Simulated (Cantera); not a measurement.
A Cantera script and its output.

```python
import numpy as np
import cantera as ct

gas = ct.Solution("gri30.yaml")


def delay(T, t_max=10):
    gas.TPX = T, 2500000, {'CH4': 1, 'C2H6': 0.28, 'O2': 2.98, 'N2': 11.2}
    reactor = ct.IdealGasReactor(gas, clone=False)
    net = ct.ReactorNet([reactor])
    net.rtol, net.atol = 1e-8, 1e-16
    while net.time < t_max:
        t_old, T_old = net.time, reactor.T
        net.step()
        if reactor.T > T + 400:  # ignition: a rise of 400 K
            return t_old + (T + 400 - T_old) / (reactor.T - T_old) * (net.time - t_old)
    return np.nan


taus = []
for T in [1025, 1100, 1175, 1250, 1325, 1400, 1475, 1550]:
    taus.append(delay(T))
    print(f"T0 = {T:6g} K   tau = {taus[-1]:.4e} s")
```

Result:

```
T0 =   1025 K   tau = 7.9746e-03 s
T0 =   1100 K   tau = 1.9906e-03 s
T0 =   1175 K   tau = 5.9255e-04 s
T0 =   1250 K   tau = 2.0299e-04 s
T0 =   1325 K   tau = 7.9295e-05 s
T0 =   1400 K   tau = 3.5212e-05 s
T0 =   1475 K   tau = 1.7544e-05 s
T0 =   1550 K   tau = 9.5879e-06 s
```

Detailed kinetics in Cantera: GRI-Mech 3.0 (53 species, 325 reactions). The pressure lies above the range GRI-Mech 3.0 was tuned for (to about 10 atm).
